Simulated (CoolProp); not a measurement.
A single-stage vapour-compression cycle with tetrahydrofuran: evaporating at 288.15 K (dew point), condensing at 318.15 K (bubble point), superheat 2 K, subcooling 8 K, compressor efficiency 0.6, no pressure losses. Each further row changes one setting.

The numbers come from the reference Helmholtz-energy equation of state, Fiedler 2023 in CoolProp.

```tsv
case	cooling COP	pressure ratio	discharge temperature (K)	refrigerating effect (kJ/kg)	volumetric capacity (kJ/m³)
as stated	5.54	3.56	355.5	417	172
evaporating temperature 293.15 K	6.85	2.82	348.9	422	216
condensing temperature 313.15 K	6.73	2.94	346.1	426	175
subcooling 13 K	5.66	3.56	355.5	426	175
superheat 12 K	5.50	3.56	365.3	427	170
compressor efficiency 0.5	4.62	3.56	366.8	417	172
```
